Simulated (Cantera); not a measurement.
Charge: 1 mol SiCl₄, 840 mol H₂, equilibrated at 0.00133 bar.

Method: chemical equilibrium by Gibbs-energy minimisation in Cantera with the NASA 1993 tables (ideal gas, pure condensed phases). Candidate condensed phases: Si; 19 gas species. The tables' values for SiCl are old estimates; treat these amounts as uncertain. Gases not in the tables: Si₂H₆ and higher silanes. Equilibrium is a limit: real reactors are often held back by kinetics, nucleation or transport.

x: gas mole fraction; n: condensed amount in mol.

```json
[
 {"T (°C)": "775", "x H₂": "0.995", "x H": "2.11e-7", "x HCl": "0.00466", "x Si": "…", "x SiCl₂": "4.06e-5", "x SiH": "2.60e-12", "x Cl": "9.02e-10", "n Si(s)": "0.963"},
 {"T (°C)": "875", "x H₂": "0.995", "x H": "1.96e-6", "x HCl": "0.00465", "x Si": "…", "x SiCl₂": "4.77e-5", "x SiH": "1.06e-10", "x Cl": "8.06e-9", "n Si(s)": "0.959"},
 {"T (°C)": "975", "x H₂": "0.995", "x H": "1.28e-5", "x HCl": "0.00464", "x Si": "…", "x SiCl₂": "5.43e-5", "x SiH": "2.36e-9", "x Cl": "5.09e-8", "n Si(s)": "0.954"},
 {"T (°C)": "1075", "x H₂": "0.995", "x H": "6.32e-5", "x HCl": "0.00463", "x Si": "…", "x SiCl₂": "6.04e-5", "x SiH": "3.31e-8", "x Cl": "2.45e-7", "n Si(s)": "0.949"},
 {"T (°C)": "1175", "x H₂": "0.995", "x H": "0.000252", "x HCl": "0.00462", "x Si": "…", "x SiCl₂": "6.59e-5", "x SiH": "3.20e-7", "x Cl": "9.52e-7", "n Si(s)": "0.941"},
 {"T (°C)": "1275", "x H₂": "0.994", "x H": "0.000841", "x HCl": "0.00460", "x Si": "…", "x SiCl₂": "7.09e-5", "x SiH": "2.30e-6", "x Cl": "3.11e-6", "n Si(s)": "0.914"},
 {"T (°C)": "1375", "x H₂": "0.993", "x H": "0.00243", "x HCl": "0.00458", "x Si": "…", "x SiCl₂": "7.50e-5", "x SiH": "1.29e-5", "x Cl": "8.79e-6", "n Si(s)": "0.748"},
 {"T (°C)": "1475", "x H₂": "0.988", "x H": "0.00622", "x HCl": "0.00456", "x Si": "…", "x SiCl₂": "6.52e-5", "x SiH": "4.91e-5", "x Cl": "2.21e-5", "n Si(s)": "0"}
]
```

Question: Fill in the missing entries.

Answer: 
- 775, x Si: 1.57e-12
- 875, x Si: 1.37e-10
- 975, x Si: 5.82e-9
- 1075, x Si: 1.41e-7
- 1175, x Si: 2.19e-6
- 1275, x Si: 2.38e-5
- 1375, x Si: 0.000193
- 1475, x Si: 0.00102
